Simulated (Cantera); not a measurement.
A perfectly stirred reactor is fed with 4.69 % CH4, 19.5 % O2, 73.6 % N2, 2.16 % CO2, at 5.60 bar; it is adiabatic with a 775 K inlet, and is followed from long to short residence time, starting on the burning branch (τ in s: 0.4, 0.11, 0.03, 0.0084, 0.0023, 0.00063, 0.00017, 4.8e-05, 1.3e-05).

Model: GRI-Mech 3.0 (53 species, 325 reactions), integrated in Cantera.

Question: Predict: blow-out, bracketed by the residence times tried; x(CH4) at τ = 0.400 s; x(O2) at τ = 0.400 s; x(HO2) at τ = 0.400 s; x(CH2O) at τ = 0.400 s; x(CH4) at τ = 2.30 ms; x(O2) at τ = 2.30 ms; x(HO2) at τ = 2.30 ms; x(CH2O) at τ = 2.30 ms.

Answer: 
| Quantity | Result |
|---|---|
| blow-out, bracketed by the residence times tried | burning at 0.170 ms, out at 48.0 µs |
| x(CH4) at τ = 0.400 s | 1.38e-6 |
| x(O2) at τ = 0.400 s | 0.102 |
| x(HO2) at τ = 0.400 s | 1.08e-6 |
| x(CH2O) at τ = 0.400 s | 1.41e-7 |
| x(CH4) at τ = 2.30 ms | 7.33e-5 |
| x(O2) at τ = 2.30 ms | 0.102 |
| x(HO2) at τ = 2.30 ms | 8.96e-6 |
| x(CH2O) at τ = 2.30 ms | 8.56e-6 |
